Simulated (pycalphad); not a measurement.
Phase fractions of C-37.32B (wt.%)

Source of the numbers: pycalphad with the COST 507 light-alloy database (1999); pressure 1 atm. The database dates from 1999; later assessments differ in places, in temperatures and in the compounds included. Phase fractions are per mole of atoms. Kinetics are ignored, which matters at the lower temperatures.

```csv
T (°C),liquid,graphite,B4C
3027,0.665,0.335,-
2927,0.641,0.359,-
2827,0.620,0.380,-
2727,0.601,0.399,-
2627,0.584,0.416,-
2527,0.568,0.432,-
2427,0.553,0.447,-
2327,-,0.519,0.481
2227,-,?,?
2127,-,0.514,0.486
2027,-,0.512,0.488
1927,-,0.511,0.489
1827,-,0.509,0.491
1727,-,0.508,0.492
1627,-,0.507,0.493
1527,-,0.506,0.494
1427,-,0.505,0.495
1327,-,?,?
1227,-,0.503,0.497
1127,-,0.503,0.497
1027,-,0.503,0.497
927,-,0.503,0.497
827,-,0.502,0.498
727,-,0.502,0.498
627,-,0.502,0.498
527,-,0.502,0.498
427,-,0.502,0.498
327,-,0.502,0.498
227,-,0.502,0.498
```

Question: Some entries are withheld; supply them.

Answer: 
- 2227, graphite: 0.516
- 2227, B4C: 0.484
- 1327, graphite: 0.504
- 1327, B4C: 0.496

Database names, with the compositions (at.%) that they take in these runs: B4C: B 80 C 20.
